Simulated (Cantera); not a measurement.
Feed: 1 mol PbO, 0.19 mol O2, 0.29 mol H2, equilibrated at 133 Pa.

Cantera equilibrium calculation (NASA polynomials, part measured and part estimated; ideal gas, pure solids and liquids). Candidate condensed phases: H2O, Pb, PbO, PbO2, Pb3O4; 12 gas species. Gases not in the tables: (PbO)n polymers. The numbers say what is thermodynamically allowed, not how fast it happens.

log p: log10 of the partial pressure in bar; n: condensed amount in mol.

```
T (°C)  log p H2O  log p PbO  log p Pb  log p O2  log p OH  n PbO(yellow)  n PbO(l)
------  ---------  ---------  --------  --------  --------  -------------  --------
777         -2.94      -5.83     -8.14     -3.75         …          1.000         0
852         -2.94      -4.92     -6.81     -3.75         …          0.997         0
927         -2.96      -4.17     -5.69     -3.77         …              0     0.981
1002        -3.06      -3.54     -4.70     -3.84         …              0     0.898
1077        -3.56      -3.08     -3.89     -3.97         …              0         0
1152        -3.57      -3.13     -3.73     -3.87         …              0         0
1227        -3.58      -3.18     -3.60     -3.78         …              0         0
```

Question: Complete the blanks.

Answer: 
- 777, log p OH: -8.27
- 852, log p OH: -7.74
- 927, log p OH: -7.28
- 1002, log p OH: -6.93
- 1077, log p OH: -6.84
- 1152, log p OH: -6.49
- 1227, log p OH: -6.17
